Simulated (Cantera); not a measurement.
An adiabatic, constant-volume homogeneous reactor starts with 6.04 % CH4, 3.99 % CO, 17.6 % O2, 66.4 % N2, 5.98 % H2O, equivalence ratio 0.80, at 1375 K and 3750 Torr.

Model: GRI-Mech 3.0 (53 species, 325 reactions), integrated in Cantera.

x: mole fraction; the columns are a selection and need not sum to one.

```
t (s)     T (K)  P (bar)   x CH4    x CO    x O2    x HO2    x C2H6      x CH2O      x H
--------  -----  -------  ------  ------  ------  -------  --------  ----------  -------
6.00e-6    1375     5.00  0.0604  0.0399   0.176  2.30e-7  1.79e-10  (withheld)  1.17e-9
2.00e-5    1375     5.00  0.0604  0.0399   0.176  5.51e-7   9.66e-9  (withheld)  2.68e-9
6.64e-5    1375     5.00  0.0604  0.0399   0.176  9.45e-7   6.77e-7  (withheld)  9.56e-9
0.000221   1376     5.00  0.0602  0.0398   0.176  2.13e-6   2.87e-5  (withheld)  3.61e-8
0.000735   1386     5.04  0.0589  0.0398   0.175  9.27e-6  0.000325  (withheld)  1.72e-7
0.00245    2820     10.3  <1e-12  0.0213  0.0364  1.84e-5    <1e-12    5.61e-10  0.00220
0.00814    2819     10.3  <1e-12  0.0213  0.0363  1.84e-5    <1e-12    5.61e-10  0.00220
0.0271     2819     10.3  <1e-12  0.0213  0.0363  1.84e-5    <1e-12    5.61e-10  0.00220
0.0902     2819     10.3  <1e-12  0.0213  0.0363  1.84e-5    <1e-12    5.61e-10  0.00220
0.300      2819     10.3  <1e-12  0.0213  0.0363  1.84e-5    <1e-12    5.61e-10  0.00220
```

Q: Complete the blanks.

A: 
- 6.00e-6, x CH2O: 2.55e-8
- 2.00e-5, x CH2O: 3.49e-7
- 6.64e-5, x CH2O: 5.43e-6
- 0.000221, x CH2O: 7.02e-5
- 0.000735, x CH2O: 0.000496
